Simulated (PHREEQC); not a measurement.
**Polishing slurry liquid (model solution)**

Consider water at 20 °C with 0.23 mol/kgw KOH, 7.9e-05 mol/kgw K3PO4 and 0.03 mol/kgw CO2. Closed to the air; pH follows from the charge balance.

The numbers come from PHREEQC with the ion-association model, phreeqc.dat.

Precipitation was switched off in this run.

Q: Predict the pH, activity of water.

A: pH 13.23; activity of water 0.993.

Q: In which forms is P present?

A: PO4-3 98 %, HPO4-2 2.1 % of the P.
